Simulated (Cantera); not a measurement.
An isothermal, constant-pressure homogeneous reactor starts with NO : N2 = 1 : 16 (molar parts), at 1700 K and 0.0987 atm. Integrator tolerance rtol = 1e-08.

Detailed kinetics in Cantera: GRI-Mech 3.0 (53 species, 325 reactions).

Q: What does this change do: NO 1 to 4.5 parts?

A: 
```json
[
 {"quantity": "x(NO) at 200 s", "before": "0.0444 (gas-phase equilibrium 0.00120)", "after": "0.0979 (gas-phase equilibrium 0.00223)"},
 {"quantity": "x(O) at 200 s", "before": "1.26e-5 (gas-phase equilibrium 2.41e-5)", "after": "3.56e-5 (gas-phase equilibrium 4.69e-5)"},
 {"quantity": "x(N2) at 200 s", "before": "0.948 (gas-phase equilibrium 0.970)", "after": "0.841 (gas-phase equilibrium 0.889)"},
 {"quantity": "x(O2) at 200 s", "before": "0.00720 (gas-phase equilibrium 0.0288)", "after": "0.0607 (gas-phase equilibrium 0.109)"},
 {"quantity": "x(N2O) at 200 s", "before": "7.41e-7 (gas-phase equilibrium 2.45e-8)", "after": "3.38e-6 (gas-phase equilibrium 4.37e-8)"},
 {"quantity": "x(NO2) at 200 s", "before": "8.27e-6 (gas-phase equilibrium 4.38e-7)", "after": "5.20e-5 (gas-phase equilibrium 1.58e-6)"}
]
```
